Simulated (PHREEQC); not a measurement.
A solution holds 0.12 mol/kgw NaH2PO4, 0.89 mol/kgw HNO3 and 3.4e-05 mol/kgw H3AsO4, at 25 °C. Closed to the air; pH follows from the charge balance.

All values are PHREEQC results (ion-association model, wateq4f.dat), not measurements.

Precipitation was switched off in this run.

Problem. What pH does the model give?

Solution. pH 0.24.

Problem. In which forms is P present?

Solution. H3PO4 98 %, H2PO4- 2.1 % of the P.

Ionic strength above about 0.7 mol/kgw puts this run outside the model's range. Species that the database lacks are ignored. H3PO4, which wateq4f.dat lacks, is added to it with the constant of phreeqc.dat.
